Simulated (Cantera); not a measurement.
A perfectly stirred reactor is fed with CO : H2 : O2 : N2 = 1 : 0.92 : 0.97 : 3.65 (molar parts), equivalence ratio 0.99, at 3750 Torr; it is adiabatic with a 675 K inlet, and is followed from long to short residence time, starting on the burning branch (τ in s: 0.24, 0.11, 0.053, 0.025, 0.012, 0.0055, 0.0026, 0.0012, 0.00058, 0.00027, 0.00013, 6e-05).

Cantera simulation using GRI-Mech 3.0 (53 species, 325 reactions); the numbers are that mechanism's predictions, not measurements. The hydrogen kinetics of GRI-Mech 3.0 are dated; newer H2 mechanisms differ, most at raised pressure.

One state of this run: T (K) = 2588; x CO = 0.0315; x H2 = 0.00516; x O2 = 0.0148; x N2O = 7.03e-7; x H2O = 0.151; x H2O2 = 3.50e-7. x: mole fraction; the columns are a selection and need not sum to one.

Question: Which value of τ (s) does it belong to?
A. 0.025
B. 0.0012
C. 0.00027
D. 6.0e-5

Answer: A, 0.025
